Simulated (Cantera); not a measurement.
## Thermodynamics of carbothermic reduction, feed Fe2O3 + CH4 + H2

Input: 1 mol Fe2O3, 2.3 mol CH4, 3.4 mol H2, at 2052 °C.

These are equilibrium values from Cantera (NASA tables, ideal gas, pure condensed phases), not measurements of a reactor. Candidate condensed phases: C, C6H6, C7H8, C8H18, Fe, Fe(CO)5, FeO, Fe(OH)2, Fe(OH)3, Fe2O3, Fe3O4, H2O; 114 gas species. Kinetics and transport are ignored.

```json
[
 {"P (Pa)": "10", "x H2": "0.206", "x H": "0.499", "x CO": "0.135", "x Fe": "0.119", "x H2O": "0.0185", "x O": "0.0123", "n Fe(l)": "0"},
 {"P (Pa)": "100", "x H2": "0.419", "x H": "0.225", "x CO": "0.162", "x Fe": "0.143", "x H2O": "0.0417", "x O": "0.00136", "n Fe(l)": "0"},
 {"P (Pa)": "1000", "x H2": "0.533", "x H": "0.0803", "x CO": "0.176", "x Fe": "0.155", "x H2O": "0.0497", "x O": "0.000128", "n Fe(l)": "0"},
 {"P (Pa)": "10000", "x H2": "0.631", "x H": "0.0276", "x CO": "0.199", "x Fe": "0.0817", "x H2O": "0.0575", "x O": "1.25e-5", "n Fe(l)": "1.07"},
 {"P (Pa)": "100000", "x H2": "0.699", "x H": "0.00919", "x CO": "0.217", "x Fe": "0.00817", "x H2O": "0.0634", "x O": "1.24e-6", "n Fe(l)": "1.91"},
 {"P (Pa)": "1000000", "x H2": "0.709", "x H": "0.00293", "x CO": "0.219", "x Fe": "0.000817", "x H2O": "0.0642", "x O": "1.24e-7", "n Fe(l)": "1.99"}
]
```
x: gas mole fraction; n: condensed amount in mol.

From 0.0750 Torr to 7.50 Torr nothing is condensed. From 75.0 Torr to 7500 Torr the condensed part is Fe(l). The main Fe-bearing gas is Fe throughout.
